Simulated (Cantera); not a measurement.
Cantera run, input and output.

```python
import numpy as np
import cantera as ct

gas = ct.Solution("gri30.yaml", transport_model="multicomponent")
show = ['OH', 'H2', 'C2H2']

rows = []
print(f"{'T/K':>7s}{'rho':>11s}{'cp':>10s}{'mu':>11s}{'lambda':>11s}{'Pr':>7s}" + "".join(f"{'D_' + s:>11s}" for s in show))
for T in [400, 500, 600, 700, 800, 900, 1000, 1100]:
    gas.TPX = T, 6700, {'NO': 0.54}
    Pr = gas.cp_mass * gas.viscosity / gas.thermal_conductivity
    D = [gas.mix_diff_coeffs_mole[gas.species_index(s)] for s in show]
    rows.append([gas.density, gas.cp_mass, gas.viscosity, gas.thermal_conductivity, Pr, *D])
    print(f"{T:7g}{gas.density:11.4e}{gas.cp_mass:10.1f}{gas.viscosity:11.4e}"
          f"{gas.thermal_conductivity:11.4e}{Pr:7.3f}" + "".join(f"{d:11.4e}" for d in D))
print("SI units: kg/m3, J/kg/K, Pa s, W/m/K, m2/s")
```

Result:

```
    T/K        rho        cp         mu     lambda     Pr       D_OH       D_H2     D_C2H2
    400 6.0449e-02     998.6 2.3120e-05 3.2481e-02  0.711 7.8166e-04 1.9144e-03 4.1753e-04
    500 4.8359e-02    1016.2 2.7036e-05 3.8749e-02  0.709 1.1435e-03 2.7850e-03 6.1862e-04
    600 4.0299e-02    1040.9 3.0618e-05 4.5000e-02  0.708 1.5561e-03 3.7770e-03 8.4863e-04
    700 3.4542e-02    1067.4 3.3953e-05 5.1198e-02  0.708 2.0160e-03 4.8828e-03 1.1055e-03
    800 3.0224e-02    1092.2 3.7097e-05 5.7257e-02  0.708 2.5208e-03 6.0963e-03 1.3876e-03
    900 2.6866e-02    1113.9 4.0086e-05 6.3114e-02  0.707 3.0683e-03 7.4129e-03 1.6938e-03
   1000 2.4180e-02    1132.7 4.2948e-05 6.8778e-02  0.707 3.6568e-03 8.8284e-03 2.0230e-03
   1100 2.1981e-02    1146.6 4.5702e-05 7.4109e-02  0.707 4.2849e-03 1.0339e-02 2.3743e-03
SI units: kg/m3, J/kg/K, Pa s, W/m/K, m2/s
```

Computed with Cantera and GRI-Mech 3.0 (53 species, 325 reactions). The composition is frozen, though it would react at the higher temperatures.
